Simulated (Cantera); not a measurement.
**Pyrogenic steam for wet oxidation**

An isothermal, constant-pressure homogeneous reactor starts with H2 : O2 : N2 = 1.4 : 0.18 : 4 (molar parts), at 948 K and 90.0 Torr.

Cantera simulation using GRI-Mech 3.0 (53 species, 325 reactions); the numbers are that mechanism's predictions, not measurements. Radical loss at walls, strong at low pressure, is not modelled. Below about 950 K walls govern HO2 and H2O2 in real vessels. The temperature is held fixed by assumption; the heat of reaction is taken as removed at once.

```json
[
 {"t (s)": "5.00e-5", "x H2": "0.251", "x O2": "0.0323", "x NO2": "<1e-12", "x HO2": "7.96e-12", "x N2O": "<1e-12", "x H2O": "<1e-12"},
 {"t (s)": "0.000125", "x H2": "0.251", "x O2": "0.0323", "x NO2": "<1e-12", "x HO2": "2.03e-11", "x N2O": "<1e-12", "x H2O": "3.42e-12"},
 {"t (s)": "0.000313", "x H2": "0.251", "x O2": "0.0323", "x NO2": "<1e-12", "x HO2": "5.34e-11", "x N2O": "<1e-12", "x H2O": "2.78e-11"},
 {"t (s)": "0.000783", "x H2": "0.251", "x O2": "0.0323", "x NO2": "<1e-12", "x HO2": "1.66e-10", "x N2O": "<1e-12", "x H2O": "2.95e-10"},
 {"t (s)": "0.00196", "x H2": "0.251", "x O2": "0.0323", "x NO2": "<1e-12", "x HO2": "1.66e-9", "x N2O": "<1e-12", "x H2O": "9.32e-9"},
 {"t (s)": "0.00490", "x H2": "0.251", "x O2": "0.0322", "x NO2": "<1e-12", "x HO2": "1.65e-6", "x N2O": "<1e-12", "x H2O": "1.68e-5"},
 {"t (s)": "0.0122", "x H2": "0.181", "x O2": "1.42e-5", "x NO2": "<1e-12", "x HO2": "2.34e-9", "x N2O": "6.12e-11", "x H2O": "0.0660"},
 {"t (s)": "0.0306", "x H2": "0.190", "x O2": "1.69e-8", "x NO2": "<1e-12", "x HO2": "2.86e-12", "x N2O": "2.27e-12", "x H2O": "0.0665"},
 {"t (s)": "0.0766", "x H2": "0.192", "x O2": "1.94e-9", "x NO2": "<1e-12", "x HO2": "<1e-12", "x N2O": "<1e-12", "x H2O": "0.0666"},
 {"t (s)": "0.192", "x H2": "0.192", "x O2": "2.82e-10", "x NO2": "<1e-12", "x HO2": "<1e-12", "x N2O": "1.51e-12", "x H2O": "0.0666"},
 {"t (s)": "0.479", "x H2": "0.192", "x O2": "4.51e-11", "x NO2": "<1e-12", "x HO2": "<1e-12", "x N2O": "7.28e-12", "x H2O": "0.0667"},
 {"t (s)": "1.20", "x H2": "0.193", "x O2": "7.89e-12", "x NO2": "<1e-12", "x HO2": "<1e-12", "x N2O": "1.47e-11", "x H2O": "0.0667"},
 {"t (s)": "3.00", "x H2": "0.193", "x O2": "1.56e-12", "x NO2": "<1e-12", "x HO2": "<1e-12", "x N2O": "1.32e-11", "x H2O": "0.0667"}
]
```
x: mole fraction; the columns are a selection and need not sum to one.

Equilibrium at this temperature and pressure: H2 0.193, O2 <1e-12, NO2 <1e-12, HO2 <1e-12, N2O <1e-12, H2O 0.0667 (gas phase only).
